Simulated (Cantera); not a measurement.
A closed system holds: 1 mol SF6, 2.7 mol H2, equilibrated at 4300 Pa.

Method: chemical equilibrium by Gibbs-energy minimisation in Cantera with the NASA 1993 tables (ideal gas, pure condensed phases). Candidate condensed phases: S; 24 gas species. The numbers say what is thermodynamically allowed, not how fast it happens. All values below are at 3325 K.

Base state: HF 0.569, F 0.193, S 0.122, H 0.109, H2 0.00340, S2 0.00180, SH 0.00102, SF 0.000368 (mole fractions); condensed: gas only.

Task: What changes in the equilibrium state with this change: SF6 replaced by CO2?

Result: 
| species | before | after |
|---|---|---|
| H | 0.109 | 0.593 |
| CO | 0 | 0.155 |
| O | 0 | 0.103 |
| HF | 0.569 | 0 |
| F | 0.193 | 0 |
| S | 0.122 | 0 |
| OH | 0 | 0.0295 |
| H2O | 0 | 0.0119 |
| H2 | 0.00340 | 0.100 |
| O2 | 0 | 0.00480 |
| CO2 | 0 | 0.00230 |
Further candidate phases: C, C6H6, C7H8, C8H18, H2O.
